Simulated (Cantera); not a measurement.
An isothermal, constant-pressure homogeneous reactor starts with 21.9 % H2, 78.1 % O2, equivalence ratio 0.14, at 1150 K and 0.00220 bar.

Model: GRI-Mech 3.0 (53 species, 325 reactions), integrated in Cantera. Radical loss at walls, strong at low pressure, is not modelled. The temperature is held fixed by assumption; the heat of reaction is taken as removed at once.

x: mole fraction; the columns are a selection and need not sum to one.

```tsv
t (s)	x H2	x O2	x OH	x H2O2	x H2O	x HO2	x H
0.000500	0.219	0.781	…	2.24e-12	2.43e-9	4.82e-9	5.20e-9
0.00152	0.219	0.781	…	2.05e-11	6.75e-8	1.46e-8	5.31e-8
0.00460	0.219	0.781	…	2.06e-10	4.06e-5	6.42e-8	2.60e-5
0.0140	0.0115	0.662	…	4.74e-8	0.161	1.59e-6	0.0849
0.0423	0.00950	0.666	0.00835	4.50e-8	0.170	1.64e-6	0.0754
0.128	0.00808	0.686	0.00781	5.40e-8	0.188	1.75e-6	0.0541
0.389	0.00430	0.723	…	7.46e-8	0.222	1.86e-6	0.0183
1.18	0.000737	0.749	…	7.62e-8	0.242	1.29e-6	0.00121
3.58	6.66e-5	0.754	…	3.44e-8	0.245	3.44e-7	3.26e-5
10.9	8.45e-6	0.754	…	1.17e-8	0.245	6.44e-8	1.48e-6
33.0	1.61e-6	0.754	…	3.99e-9	0.246	1.49e-8	1.24e-7
100	3.89e-7	0.754	…	1.37e-9	0.246	5.35e-9	1.48e-8
```

Q: Complete the blanks.

A: 
- 0.000500, x OH: 1.28e-9
- 0.00152, x OH: 1.60e-8
- 0.00460, x OH: 8.01e-6
- 0.0140, x OH: 0.00902
- 0.389, x OH: 0.00584
- 1.18, x OH: 0.00245
- 3.58, x OH: 0.000738
- 10.9, x OH: 0.000264
- 33.0, x OH: 0.000115
- 100, x OH: 5.68e-5
